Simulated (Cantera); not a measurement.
## PbS + H2 + N2 (hydrogen reduction and annealing atmospheres)

Charge: 1 mol PbS, a varied amount of H2, 0.51 mol N2, equilibrated at 1875 °C and 1 atm.

Cantera equilibrium calculation (NASA polynomials, part measured and part estimated; ideal gas, pure solids and liquids). Candidate condensed phases: Pb, PbS, S; 18 gas species. Rates play no part.

From 11 mol H2 to 350 mol H2 nothing is condensed. The main Pb-bearing gas is Pb throughout.

```json
[
 {"n(H2) (mol)": "11", "x H2": "0.838", "x Pb": "0.0449", "x N2": "0.0403", "x PbS": "0.0341", "x H2S": "0.0260", "x SH": "0.00676"},
 {"n(H2) (mol)": "15", "x H2": "0.873", "x Pb": "0.0368", "x N2": "0.0306", "x PbS": "0.0232", "x H2S": "0.0225", "x SH": "0.00574"},
 {"n(H2) (mol)": "20", "x H2": "0.899", "x Pb": "0.0302", "x N2": "0.0235", "x PbS": "0.0159", "x H2S": "0.0194", "x SH": "0.00486"},
 {"n(H2) (mol)": "26", "x H2": "0.918", "x Pb": "0.0250", "x N2": "0.0184", "x PbS": "0.0111", "x H2S": "0.0166", "x SH": "0.00413"},
 {"n(H2) (mol)": "35", "x H2": "0.936", "x Pb": "0.0200", "x N2": "0.0139", "x PbS": "0.00721", "x H2S": "0.0138", "x SH": "0.00338"},
 {"n(H2) (mol)": "46", "x H2": "0.949", "x Pb": "0.0162", "x N2": "0.0107", "x PbS": "0.00477", "x H2S": "0.0114", "x SH": "0.00279"},
 {"n(H2) (mol)": "62", "x H2": "0.960", "x Pb": "0.0127", "x N2": "0.00800", "x PbS": "0.00298", "x H2S": "0.00919", "x SH": "0.00223"},
 {"n(H2) (mol)": "83", "x H2": "0.969", "x Pb": "0.00995", "x N2": "0.00601", "x PbS": "0.00184", "x H2S": "0.00734", "x SH": "0.00177"},
 {"n(H2) (mol)": "110", "x H2": "0.975", "x Pb": "0.00780", "x N2": "0.00456", "x PbS": "0.00114", "x H2S": "0.00584", "x SH": "0.00141"},
 {"n(H2) (mol)": "150", "x H2": "0.980", "x Pb": "0.00592", "x N2": "0.00336", "x PbS": "0.000664", "x H2S": "0.00450", "x SH": "0.00108"},
 {"n(H2) (mol)": "200", "x H2": "0.984", "x Pb": "0.00455", "x N2": "0.00252", "x PbS": "0.000396", "x H2S": "0.00350", "x SH": "0.000838"},
 {"n(H2) (mol)": "260", "x H2": "0.987", "x Pb": "0.00357", "x N2": "0.00194", "x PbS": "0.000244", "x H2S": "0.00276", "x SH": "0.000661"},
 {"n(H2) (mol)": "350", "x H2": "0.989", "x Pb": "0.00270", "x N2": "0.00145", "x PbS": "0.000140", "x H2S": "0.00210", "x SH": "0.000502"}
]
```
x: gas mole fraction; nothing condenses.
